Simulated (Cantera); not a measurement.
Feed: 1 mol Ca(OH)2, 0.84 mol H2O, 0.026 mol H2, held at 1748 K and 0.000370 bar.

Method: chemical equilibrium by Gibbs-energy minimisation in Cantera with the NASA 1993 tables (ideal gas, pure condensed phases). Candidate condensed phases: Ca, CaO, Ca(OH)2, H2O; 14 gas species. Equilibrium is a limit: real reactors are often held back by kinetics, nucleation or transport.

Base state: H2O 0.965, H2 0.0244, O2 0.00453, OH 0.00428, H 0.00185, O 0.000257, Ca(OH)2 1.03e-5 (mole fractions); condensed: CaO(s).

**Question.** What changes in the equilibrium state with this change: temperature from 1748 K to 1073.15 K?

**Answer.** 
```tsv
species	before	after
H2O	0.965	0.986
H2	0.0244	0.0139
H	0.00185	8.63e-8
O2	0.00453	<1e-9
Ca(OH)2	1.03e-5	<1e-9
O	0.000257	<1e-9
OH	0.00428	2.28e-8
CaO(s), mol	1.000	1.00
```
